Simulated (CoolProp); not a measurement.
Vapour pressure (kPa) of fluorine: the reference equation beside estimates from Tc = -128.7 °C, pc = 5240 kPa, ω = 0.045.

Model: reference Helmholtz-energy equation of state, de Reuck 1990, in CoolProp.

```json
[
 {"T (°C)": "-173.65", "reference": "410.5", "Lee-Kesler": "416.0", "van der Waals": "968.2"},
 {"T (°C)": "-169.65", "reference": "561.7", "Lee-Kesler": "568.5", "van der Waals": "1183"},
 {"T (°C)": "-165.65", "reference": "750.2", "Lee-Kesler": "758.1", "van der Waals": "1427"},
 {"T (°C)": "-161.65", "reference": "980.9", "Lee-Kesler": "989.6", "van der Waals": "1701"},
 {"T (°C)": "-157.65", "reference": "1259", "Lee-Kesler": "1268", "van der Waals": "2006"},
 {"T (°C)": "-153.65", "reference": "1589", "Lee-Kesler": "1598", "van der Waals": "2344"},
 {"T (°C)": "-149.65", "reference": "1977", "Lee-Kesler": "1985", "van der Waals": "2715"},
 {"T (°C)": "-145.65", "reference": "2429", "Lee-Kesler": "2436", "van der Waals": "3121"},
 {"T (°C)": "-141.65", "reference": "2952", "Lee-Kesler": "2958", "van der Waals": "3563"},
 {"T (°C)": "-137.65", "reference": "3554", "Lee-Kesler": "3559", "van der Waals": "4040"},
 {"T (°C)": "-133.65", "reference": "4243", "Lee-Kesler": "4249", "van der Waals": "4555"}
]
```

Absolute difference from the reference over all 11 rows, mean and median: Lee-Kesler 0.6 and 0.6 %, van der Waals 56.8 and 47.5 %.
